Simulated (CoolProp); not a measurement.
Vapour-liquid equilibrium of R1234ze(E) (1) + R227EA (2) at 0.0383 MPa; x and y are mole fractions of (1).

The numbers come from the multi-fluid Helmholtz-energy mixture model, Thol 2016 and Lemmon 2016; pair parameters Bell 2023 in CoolProp.

Problem. Give the bubble temperature and the first vapour's composition at x = 0.15, 0.35, 0.55. Is there an azeotrope?

Solution. x = 0.15: 235.8 K, y = 0.175; x = 0.35: 235.1 K, y = 0.387; x = 0.55: 234.6 K, y = 0.582. No azeotrope shows between x = 0.05 and 0.95.

Pair parameters are fitted to limited data, so mixtures are less certain than the pure fluids.
